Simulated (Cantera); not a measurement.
**PbS + H2 + N2 (hydrogen reduction and annealing atmospheres)**

Input: 1 mol PbS, 0.73 mol H2, 0.76 mol N2, at 1 atm.

Cantera equilibrium calculation (NASA polynomials, part measured and part estimated; ideal gas, pure solids and liquids). Candidate condensed phases: Pb, PbS, S; 18 gas species. Equilibrium is a limit: real reactors are often held back by kinetics, nucleation or transport.

From 1327 °C to 1627 °C nothing is condensed. The main Pb-bearing gas is PbS throughout.

```tsv
T (°C)	log p PbS	log p N2	log p H2	log p Pb	log p H2S	log p S2
1327	-0.44	-0.51	-0.59	-1.34	-1.43	-2.40
1377	-0.45	-0.51	-0.59	-1.30	-1.43	-2.23
1427	-0.46	-0.51	-0.59	-1.26	-1.44	-2.08
1477	-0.47	-0.52	-0.59	-1.22	-1.45	-1.94
1527	-0.48	-0.52	-0.59	-1.18	-1.47	-1.83
1577	-0.49	-0.52	-0.59	-1.14	-1.49	-1.73
1627	-0.50	-0.52	-0.59	-1.10	-1.52	-1.64
```
log p: log10 of the partial pressure in bar; nothing condenses.
